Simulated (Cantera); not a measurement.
Charge: 1 mol C2H2, 1.4 mol H2O, 1.8 mol N2, equilibrated at 7280 Torr.

Cantera equilibrium calculation (NASA polynomials, part measured and part estimated; ideal gas, pure solids and liquids). Candidate condensed phases: C, C6H6, C7H8, C8H18, H2O; 136 gas species. Equilibrium is a limit: real reactors are often held back by kinetics, nucleation or transport.

x: gas mole fraction; n: condensed amount in mol.

| T (°C) | x N2 | x H2O | x H2 | x CH4 | x CO2 | x CO | n C(graphite) |
|---|---|---|---|---|---|---|---|
| 252 | 0.485 | 0.291 | 0.00428 | 0.176 | 0.0434 | 7.34e-6 | 1.19 |
| 302 | 0.484 | 0.277 | 0.00976 | 0.179 | 0.0500 | 4.44e-5 | 1.15 |
| 352 | 0.481 | 0.263 | 0.0196 | 0.180 | 0.0558 | 0.000200 | 1.12 |
| 402 | 0.478 | 0.249 | 0.0353 | 0.176 | 0.0609 | 0.000720 | 1.10 |
| 452 | 0.472 | 0.234 | 0.0581 | 0.168 | 0.0655 | 0.00216 | 1.10 |
| 502 | 0.463 | 0.217 | 0.0886 | 0.156 | 0.0691 | 0.00559 | 1.11 |
| 552 | 0.452 | ___ | ___ | ___ | 0.0712 | ___ | 1.11 |
| 602 | 0.439 | ___ | ___ | ___ | 0.0708 | ___ | 1.11 |
| 652 | 0.423 | 0.148 | 0.214 | 0.101 | 0.0667 | 0.0478 | 1.08 |

Q: Fill in the missing entries.

A: 
- 552, x H2O: 0.197
- 552, x H2: 0.126
- 552, x CH4: 0.140
- 552, x CO: 0.0128
- 602, x H2O: 0.174
- 602, x H2: 0.169
- 602, x CH4: 0.121
- 602, x CO: 0.0260
